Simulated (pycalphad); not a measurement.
An equivalent pycalphad script:

```python
from pycalphad import Database, equilibrium, calculate, variables as v
import numpy as np
db = Database('COST507.tdb')
comps = ['TI', 'HF', 'B', 'VA']
phases = ['B2M', 'B2TI', 'B4M3', 'B4TI3', 'BCC_A2', 'BETA_RHOMBO_B', 'BM', 'BTI', 'HCP_A3', 'LIQUID']
eq = equilibrium(db, comps, phases, {v.X('HF'): 0.0452, v.X('B'): 0.0056, v.T: np.arange(2850, 499, -100), v.P: 101325, v.N: 1}, output=['HM', 'SM'])
```

All values are pycalphad results on the COST 507 light-alloy database (1999) (1 atm), not direct measurements. The data set is of 1999 and partly superseded. Amounts are mole fractions of atoms. Kinetics are ignored, which matters at the lower temperatures.

Results at three of the temperatures:

```
T = 2850.00 K, P = 101325 Pa, N = 1 mol of atoms
G = -225541 J/mol, H = 111549 J/mol, S = 118.28 J/(mol K)  (SER reference)
chemical potentials (J/mol): Ti -219302, Hf -340718, B -353551
phase             fraction      x(Ti)      x(Hf)       x(B)
LIQUID              1.0000     0.9492     0.0452     0.0056
```

```
T = 2650.00 K, P = 101325 Pa, N = 1 mol of atoms
G = -202217 J/mol, H = 102329 J/mol, S = 114.92 J/(mol K)  (SER reference)
chemical potentials (J/mol): Ti -196380, Hf -308994, B -329737
phase             fraction      x(Ti)      x(Hf)       x(B)
LIQUID              1.0000     0.9492     0.0452     0.0056
```

```
T = 950.00 K, P = 101325 Pa, N = 1 mol of atoms
G = -44151 J/mol, H = 18631 J/mol, S = 66.09 J/(mol K)  (SER reference)
chemical potentials (J/mol): Ti -41923, Hf -74607, B -176018
phase             fraction      x(Ti)      x(Hf)       x(B)
HCP_A3              0.9906     0.9535     0.0456   0.000916
BM                  0.0094     0.4975     0.0025     0.5000
```

Changes of the phase set, refined by bisection:

```
T (K)     phases above    phases below
------  --------------  --------------
1920.3          liquid    bcc + liquid
1814.7    bcc + liquid        bcc + BM
1125.0        bcc + BM  bcc + BM + hcp
1117.6  bcc + BM + hcp        BM + hcp
```

Database names, with the compositions (at.%) that they take in these runs: BM: Ti 50 B 50. HCP_A3 is hcp.
